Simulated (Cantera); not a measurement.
A Cantera script and its output.

```python
import numpy as np
import cantera as ct

gas = ct.Solution("gri30.yaml", transport_model="mixture-averaged")
show = ['H2', 'NO', 'C2H2']

rows = []
print(f"{'T/K':>7s}{'rho':>11s}{'cp':>10s}{'mu':>11s}{'lambda':>11s}{'Pr':>7s}" + "".join(f"{'D_' + s:>11s}" for s in show))
for T in [400, 500, 600, 700, 800, 900, 1000, 1100, 1200]:
    gas.TPX = T, 78, {'O2': 0.99, 'NO': 0.45}
    Pr = gas.cp_mass * gas.viscosity / gas.thermal_conductivity
    D = [gas.mix_diff_coeffs_mole[gas.species_index(s)] for s in show]
    rows.append([gas.density, gas.cp_mass, gas.viscosity, gas.thermal_conductivity, Pr, *D])
    print(f"{T:7g}{gas.density:11.4e}{gas.cp_mass:10.1f}{gas.viscosity:11.4e}"
          f"{gas.thermal_conductivity:11.4e}{Pr:7.3f}" + "".join(f"{d:11.4e}" for d in D))
print("SI units: kg/m3, J/kg/K, Pa s, W/m/K, m2/s")
```

Result:

```
    T/K        rho        cp         mu     lambda     Pr       D_H2       D_NO     D_C2H2
    400 7.3585e-04     958.4 2.4834e-05 3.3396e-02  0.713 1.6894e-01 4.4060e-02 3.6218e-02
    500 5.8868e-04     984.8 2.9091e-05 4.0400e-02  0.709 2.4586e-01 6.4663e-02 5.3722e-02
    600 4.9057e-04    1014.1 3.2979e-05 4.7219e-02  0.708 3.3351e-01 8.8163e-02 7.3752e-02
    700 4.2049e-04    1041.9 3.6595e-05 5.3788e-02  0.709 4.3121e-01 1.1437e-01 9.6128e-02
    800 3.6793e-04    1066.0 4.0001e-05 6.0099e-02  0.709 5.3843e-01 1.4313e-01 1.2071e-01
    900 3.2705e-04    1085.7 4.3237e-05 6.6169e-02  0.709 6.5475e-01 1.7433e-01 1.4739e-01
   1000 2.9434e-04    1102.9 4.6334e-05 7.2018e-02  0.710 7.7981e-01 2.0787e-01 1.7607e-01
   1100 2.6758e-04    1115.9 4.9313e-05 7.7672e-02  0.708 9.1330e-01 2.4366e-01 2.0668e-01
   1200 2.4528e-04    1127.6 5.2190e-05 8.3151e-02  0.708 1.0549e+00 2.8163e-01 2.3915e-01
SI units: kg/m3, J/kg/K, Pa s, W/m/K, m2/s
```

Detailed kinetics in Cantera: GRI-Mech 3.0 (53 species, 325 reactions). The composition is frozen, though it would react at the higher temperatures.
